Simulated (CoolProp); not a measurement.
A closed Brayton cycle with dry air: compressor inlet 309.15 K and 2.6 MPa, high pressure 5.49 MPa, turbine inlet 810 K, compressor efficiency 0.8, turbine efficiency 0.9, recuperator effectiveness 0.95 (on enthalpy, no pinch check). Each further row changes one setting.

Computed with CoolProp (reference Helmholtz-energy equation of state, Lemmon 2000). It is a pseudo-pure fit of the blend.

```
case                           thermal efficiency (%)  net work (kJ/kg)  compressor to turbine work  compressor exit (K)  turbine exit (K)
-----------------------------  ----------------------  ----------------  --------------------------  -------------------  ----------------
as stated                                        31.7              51.1                        0.64                401.4             679.0
turbine inlet 760 K                              28.1              42.1                        0.69                401.4             635.8
compressor inlet 319.15 K                        29.9              48.0                        0.67                414.3             679.0
high pressure 4.67 MPa                           32.8              44.2                        0.62                379.8             705.5
recuperator effectiveness 0.5                    17.5              51.1                        0.64                401.4             679.0
```
